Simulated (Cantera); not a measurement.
Input: 1 mol Si3N4, 4 mol H2, at 2.70 mbar.

Equilibrium computed with Cantera from the NASA thermochemical tables; the gas is ideal and each condensed phase is pure. Candidate condensed phases: Si, Si3N4; 18 gas species. The tables' values for SiN are old estimates; treat these amounts as uncertain. Gases not in the tables: Si2H6 and higher silanes. The numbers say what is thermodynamically allowed, not how fast it happens. All values below are at 2000 K.

Base state: H2 0.634, N2 0.323, H 0.0249, Si 0.0161, SiH 0.000453, Si2 0.000167, Si2N 0.000163, SiN 0.000124 (mole fractions); condensed: Si(l).

**Question.** What changes in the equilibrium state with this change: 0.57 mol Cl2 added?

**Answer.** 
```
species       before     after
----------  --------  --------
H2             0.634     0.533
N2             0.323     0.295
HCl                0    0.0897
SiCl2              0    0.0362
H             0.0249    0.0229
Si            0.0161    0.0161
SiCl               0   0.00306
Cl                 0   0.00286
SiCl3              0   5.30e-5
SiH2         6.74e-5   5.66e-5
SiH         0.000453  0.000415
Si(l), mol      2.89      2.62
```
The tables' values for SiCl, SiN, SiCl3 are old estimates; treat these amounts as uncertain. Further candidate phases: NH4Cl.
